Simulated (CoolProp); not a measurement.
Vapour-liquid equilibrium of methanol (1) + water (2) at 0.0382 MPa; x and y are mole fractions of (1).

Computed with CoolProp (multi-fluid Helmholtz-energy mixture model, de Reuck 1993 and Wagner 2002; pair parameters Bell 2016).

```csv
x,"bubble temperature, mixture model (K)","bubble temperature, Raoult's law (K)","y, mixture model","y, Raoult's law"
0.05,342.4,344.6,0.237,0.173
0.2,332.3,336.6,0.581,0.510
0.35,326.6,330.6,0.727,0.699
0.5,322.9,325.8,…,0.816
0.65,320.0,321.8,0.873,0.894
0.8,317.6,318.5,…,0.949
0.95,…,315.6,0.981,0.989
```

Question: What belongs in the gaps?

Answer: 
- 0.5, y, mixture model: 0.811
- 0.8, y, mixture model: 0.928
- 0.95, bubble temperature, mixture model (K): 315.4

The largest gap from Raoult's law is -4.3 K in bubble temperature, at x = 0.2. No azeotrope shows between x = 0.05 and 0.95.

Pair parameters are fitted to limited data, so mixtures are less certain than the pure fluids.
